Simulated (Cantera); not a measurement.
## Catalytic combustion on Pt

An isothermal plug-flow reactor at 950 K and 2.47 atm (inlet), inlet velocity 0.9 m/s, active area per volume 210 1/m; feed 0.445 % H2, 3.58 % O2, 85.8 % N2, 10.2 % H2O.

Cantera simulation using Deutschmann's 1995 Pt surface mechanism with GRI-Mech 3.0 gas chemistry; the numbers are that mechanism's predictions, not measurements. Catalytic surfaces can have several steady states; this one follows from the mechanism file's or the stated starting coverage. Mass transfer to the wall is taken as infinitely fast.

| z (m) | x H2 | x O2 | x H2O | θ free Pt | θ O* | θ OH* |
|---|---|---|---|---|---|---|
| 0.00014 | 0.00327 | 0.0353 | 0.103 | 0.234 | 0.754 | 0.0117 |
| 0.00025 | 0.00264 | 0.0350 | 0.104 | 0.213 | 0.776 | 0.0113 |
| 0.00044 | 0.00190 | 0.0346 | 0.105 | 0.191 | 0.798 | 0.0109 |
| 0.00079 | 0.00110 | 0.0342 | 0.106 | 0.172 | 0.818 | 0.0104 |
| 0.0014 | 0.000460 | 0.0339 | 0.106 | 0.159 | 0.831 | 0.0101 |
| 0.0025 | 0.000105 | 0.0337 | 0.107 | 0.152 | 0.838 | 0.00998 |
| 0.0044 | 8.60e-6 | 0.0337 | 0.107 | 0.151 | 0.839 | 0.00994 |
| 0.0079 | 8.79e-8 | 0.0337 | 0.107 | 0.150 | 0.840 | 0.00993 |
| 0.014 | 1.92e-10 | 0.0337 | 0.107 | 0.150 | 0.840 | 0.00993 |
x: gas mole fraction; θ: surface coverage.
